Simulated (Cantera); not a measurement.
Cantera run:

```python
import numpy as np
import cantera as ct

gas_names = """
    H HO2 H2 H2O H2O2 H2S H2SO4 K KH KO KOH K2 K2O2H2 K2SO4 O OH O2 O3 S SH SO SO2 SO3 S2 S2O S8
""".split()
cond_names = """
    H2O(s) H2O(L) H2SO4(L) K(cr) K(L) KOH(a) KOH(b) KOH(L) KO2(s) K2O(s) K2O2(s) K2S(1) K2S(2) K2S(3)
    K2S(L) K2SO4(a) K2SO4(b) K2SO4(L) S(cr1) S(cr2) S(L)
""".split()


# ... load() reads the species with a 1 bar reference pressure and builds the phases ...
atoms = {
    'K2SO4': {'K': 2, 'S': 1, 'O': 4},
    'H2': {'H': 2},
    'O2': {'O': 2},
}
top_T = {'KO2(s)': 780, 'K2O(s)': 1000, 'K2O2(s)': 760}  # K; cautious upper limits of use, not melting points


# ... equilibrate(T, P, feed) seeds the gas with the atoms and calls Mixture.equilibrate('TP', solver="vcs", rtol=1e-11, max_steps=5000) ...
results = []
feed = {'K2SO4': 1, 'H2': 3.6, 'O2': 0.17}  # mol
P = 133.322  # Pa
for T in [975, 1025, 1075, 1125, 1175, 1225, 1275, 1325]:
    mix = equilibrate(T, P, feed)
    results.append((T, P, feed, dict(zip(mix.species_names, mix.species_moles))))

top = {s: max(r[3][s] / sum(r[3][g] for g in gas_names) for r in results) for s in gas_names}
cols = sorted((s for s in top if top[s] > 0.0001), key=lambda s: -top[s])[:8]
seen = [c for c in cond_names if any(r[3].get(c, 0) > 1e-12 for r in results)]
print("log10 of partial pressures in bar; condensed amounts in mol")
print(f"{'T/K':>10s}" + "".join(f"{s[:9]:>10s}" for s in cols + seen))
for T, P, feed, n in results:
    ng = sum(n[g] for g in gas_names)
    print(f"{T:10.4g}" + "".join(f"{np.log10(max(n[s] / ng * P / 1e5, 1e-99)):10.3f}" for s in cols)
          + "".join(f"{n.get(c, 0):10.4g}" for c in seen))
```

Result:

```
log10 of partial pressures in bar; condensed amounts in mol
       T/K       H2O         K        H2       KOH       SO2        S2       H2S     K2SO4    K2S(1)    K2S(2)    K2S(3)    K2S(L)  K2SO4(b)
       975    -2.968    -6.320    -3.600    -5.436    -8.299    -8.678    -5.686    -9.279    0.6393         0         0         0     0.355
      1025    -2.965    -5.834    -3.627    -5.124    -7.299    -7.500    -5.359    -8.472    0.6426         0         0         0    0.3452
      1075    -2.965    -5.389    -3.656    -4.838    -6.408    -6.469    -5.085    -7.745         0     0.639         0         0    0.3356
      1125    -2.970    -4.961    -3.687    -4.556    -5.652    -5.647    -4.901    -7.089         0         0    0.6236         0    0.3227
      1175    -2.987    -4.533    -3.728    -4.266    -5.042    -5.059    -4.826    -6.494         0         0    0.5836         0     0.296
      1225    -3.033    -4.114    -3.796    -3.990    -4.541    -4.639    -4.848    -5.953         0         0         0    0.4838    0.2323
      1275    -3.146    -3.721    -3.935    -3.760    -4.110    -4.338    -4.987    -5.459         0         0         0    0.2224   0.05833
      1325    -3.221    -3.553    -3.936    -3.776    -4.001    -4.251    -5.084    -5.874         0         0         0         0         0
```

Cantera equilibrium calculation (NASA polynomials, part measured and part estimated; ideal gas, pure solids and liquids). Mutual solubility and eutectic melting of coexisting phases are not modelled. Gases not in the tables: S3 to S7.
